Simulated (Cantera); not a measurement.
A closed system holds: 1 mol SiH4, 0.33 mol NO, 3 mol N2, 0.13 mol O2, equilibrated at 2048 K and 0.00120 bar.

Method: chemical equilibrium by Gibbs-energy minimisation in Cantera with the NASA 1993 tables (ideal gas, pure condensed phases). Candidate condensed phases: H2O, Si, SiO2, Si2N2O, Si3N4; 35 gas species. The tables' values for SiN are old estimates; treat these amounts as uncertain. Gases not in the tables: Si2H6 and higher silanes. Kinetics and transport are ignored.

Base state: N2 0.505, H2 0.301, SiO 0.0942, Si 0.0617, H 0.0355, SiH 0.000713, Si2 0.000701, Si2N 0.000435 (mole fractions); condensed: gas only.

Q: What changes in the equilibrium state with this change: temperature from 2048 K to 1348 K?

A: 
```tsv
species	before	after
N2	0.505	0.574
H2	0.301	0.426
SiO	0.0942	0.000223
Si	0.0617	<1e-9
H	0.0355	4.36e-5
SiH	0.000713	<1e-9
Si2	0.000701	<1e-9
SiO2(β-quartz), mol	0	0.0596
Si2N2O(s), mol	0	0.470
```
Mutual solubility and eutectic melting of coexisting phases are not modelled. The tables hold silica as quartz up to 1696 K and as liquid above; real silica turns to tridymite and cristobalite and melts near 1996 K.
